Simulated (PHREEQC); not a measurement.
A solution holds 1.8 mmol/kgw H2SO4 and 13.2 mmol/kgw Li2SO4, at 25 °C. It is in equilibrium with CO2 at log p = 0 (atm). Otherwise closed; pH follows from the charge balance.

Model: ion-association model, wateq4f.dat, run in PHREEQC.

Precipitation was switched off in this run.

Predict the pH.

pH 2.72.

In which forms is S present?

SO4-2 86 %, HSO4- 9.3 %, LiSO4- 4.7 % of the S.

Complexes and solids missing from the database can't appear.
